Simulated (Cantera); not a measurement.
Charge: 1 mol CH₃SiCl₃, 1 mol C₂H₄, 4.6 mol H₂, held at 1048.15 K and 0.00270 bar.

These are equilibrium values from Cantera (NASA tables, ideal gas, pure condensed phases), not measurements of a reactor. Candidate condensed phases: C, C₆H₆, C₇H₈, C₈H₁₈, Si, SiC; 109 gas species. The feed counts by its element totals alone. The tables' values for SiCl₃ are old estimates; treat these amounts as uncertain. Kinetics and transport are ignored.

Base state: H₂ 0.725, HCl 0.260, SiCl₄ 0.0136, SiHCl₃ 0.000387, SiCl₃ 0.000275, SiCl₂ 0.000102, CH₄ 8.28e-5 (mole fractions); condensed: C(graphite) + SiC(s).

Question: What changes in the equilibrium state with this change: pressure from 0.00270 bar to 0.0133 bar?

Answer: 
```json
[
 {"species": "H₂", "before": "0.725", "after": "0.760"},
 {"species": "HCl", "before": "0.260", "after": "0.211"},
 {"species": "SiCl₄", "before": "0.0136", "after": "0.0265"},
 {"species": "CH₄", "before": "8.28e-5", "after": "0.000449"},
 {"species": "SiHCl₃", "before": "0.000387", "after": "0.000975"},
 {"species": "C(graphite), mol", "before": "2.13", "after": "2.26"},
 {"species": "SiC(s), mol", "before": "0.864", "after": "0.740"}
]
```

Question: What changes in the equilibrium state with this change: temperature from 1048.15 K to 1750 K?

Answer: 
```csv
species,before,after
H₂,0.725,0.693
HCl,0.260,0.294
SiCl₂,0.000102,0.00791
SiCl₄,0.0136,1.90e-6
H,1.27e-7,0.00372
Cl,4.17e-8,0.00122
C₂H₂ (acetylene),2.87e-9,7.96e-5
SiCl,<1e-9,2.28e-5
Si,<1e-9,1.06e-5
"C(graphite), mol",2.13,2.08
"SiC(s), mol",0.864,0.923
```
The tables' values for SiCl₃, SiCl are old estimates; treat these amounts as uncertain.
